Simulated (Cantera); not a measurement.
A perfectly stirred reactor is fed with 7.92 % CH4, 14.4 % O2, 77.7 % N2, equivalence ratio 1.1, at 15.0 bar; it is adiabatic with a 650 K inlet, and is followed from long to short residence time, starting on the burning branch (τ in s: 0.077, 0.027, 0.0098, 0.0035, 0.0012, 0.00045, 0.00016, 5.7e-05, 2e-05, 7.2e-06).

Detailed kinetics in Cantera: GRI-Mech 3.0 (53 species, 325 reactions). The pressure lies above the range GRI-Mech 3.0 was tuned for (to about 10 atm).

Problem. Predict: blow-out, bracketed by the residence times tried; x(CH4) at τ = 77.0 ms; x(O2) at τ = 77.0 ms; x(CH2CO) at τ = 77.0 ms; x(N2O) at τ = 77.0 ms; x(CH4) at τ = 0.450 ms; x(O2) at τ = 0.450 ms; x(CH2CO) at τ = 0.450 ms; x(N2O) at τ = 0.450 ms; x(C2H6) at τ = 0.450 ms.

Solution. 
| Property | Result |
|---|---|
| blow-out, bracketed by the residence times tried | burning at 0.160 ms, out at 57.0 µs |
| x(CH4) at τ = 77.0 ms | 1.96e-5 |
| x(O2) at τ = 77.0 ms | 6.98e-5 |
| x(CH2CO) at τ = 77.0 ms | 2.92e-8 |
| x(N2O) at τ = 77.0 ms | 2.39e-8 |
| x(CH4) at τ = 0.450 ms | 0.000292 |
| x(O2) at τ = 0.450 ms | 0.00250 |
| x(CH2CO) at τ = 0.450 ms | 2.34e-6 |
| x(N2O) at τ = 0.450 ms | 2.15e-7 |
| x(C2H6) at τ = 0.450 ms | 3.18e-7 |
